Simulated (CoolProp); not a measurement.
Values from CoolProp's reference Helmholtz-energy equation of state, Lemmon 2006. It is a short technical equation, of lower accuracy than the large ones.

Task: Give the vapour pressure (MPa), liquid density (kg/m³), liquid cp (kJ/(kg K)), vapour Z of saturated acetone at 145.65 °C.

Result: 
```tsv
T (°C)	p (MPa)	liquid density (kg/m³)	liquid cp (kJ/(kg K))	vapour Z
145.65	1.05	626	2.63	0.783
```
